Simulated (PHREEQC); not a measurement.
# Reverse-osmosis permeate: speciation

A made-up water analysis in mg/kgw, 25 °C, pH 6.73, pe -0.1: Na 5.22; K 13.1; Ca 33.9; Mg 0.372; Cl 31.5; S(6) as SO4 25.2; Alkalinity as HCO3 60.3; Li 0.00582.

Valence states are taken as typed.

The numbers come from PHREEQC with the ion-association model, phreeqc.dat.

This is a speciation only: nothing precipitates in the calculation.

**Question.** What specific conductance does the model give?

**Answer.** specific conductance 267 µS/cm.

**Question.** In which forms is Mg present?

**Answer.** Mg+2 96 %, MgSO4 3.3 %, MgHCO3+ 0.9 % of the Mg.

Complexes and solids missing from the database can't appear.
